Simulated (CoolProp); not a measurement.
Properties of fluorine along the isotherm -135.45 °C.

Computed with CoolProp (reference Helmholtz-energy equation of state, de Reuck 1990).

```tsv
p (MPa)	phase	density (kg/m³)	isothermal compressibility (1/MPa)	expansivity (1/kK)
0.00828	gas	0.2750	120.8	7.276
0.0134	gas	0.4451	74.70	7.284
0.0216	gas	0.7180	46.37	7.298
0.0349	gas	1.161	28.73	7.320
0.0564	gas	1.879	17.80	7.357
0.0912	gas	3.047	11.04	7.416
0.147	gas	4.931	6.877	7.512
0.238	gas	8.039	4.278	7.674
0.385	gas	13.15	2.676	7.948
0.621	gas	21.62	1.693	8.424
1	gas	___	___	9.302
1.62	gas	___	___	___
2.62	gas	113.5	___	16.56
```

Complete the blanks.


- 1, density (kg/m³): 35.97
- 1, isothermal compressibility (1/MPa): 1.090
- 1.62, density (kg/m³): 61.91
- 1.62, isothermal compressibility (1/MPa): 0.7234
- 1.62, expansivity (1/kK): 11.17
- 2.62, isothermal compressibility (1/MPa): 0.5326
